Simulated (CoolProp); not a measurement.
Acetone along the isotherm 544.1 K: density (kg/m³) from the reference equation and from simpler models built on Tc = 508.1 K, pc = 4692 kPa, ω = 0.307; each cubic takes its own stable root.

Computed with CoolProp (reference Helmholtz-energy equation of state, Lemmon 2006). It is a short technical equation, of lower accuracy than the large ones.

| p (kPa) | phase | reference | ideal gas | Redlich-Kwong | Peng-Robinson |
|---|---|---|---|---|---|
| 148 | gas | 1.919 | 1.900 | 1.917 | 1.918 |
| 305 | gas | 3.997 | 3.916 | 3.989 | 3.995 |
| 626 | gas | 8.390 | 8.037 | 8.355 | 8.381 |
| 1280 | gas | 18.01 | 16.43 | 17.86 | 17.97 |
| 2640 | gas | 41.73 | 33.89 | 41.05 | 41.51 |
| 5420 | supercritical | 123.6 | 69.58 | 122.6 | 120.6 |
| 11100 | supercritical | 428.6 | 142.5 | 331.1 | 344.6 |
| 22900 | supercritical | 526.9 | 294.0 | 421.9 | 457.5 |
| 46900 | supercritical | 602.5 | 602.1 | 495.9 | 544.5 |
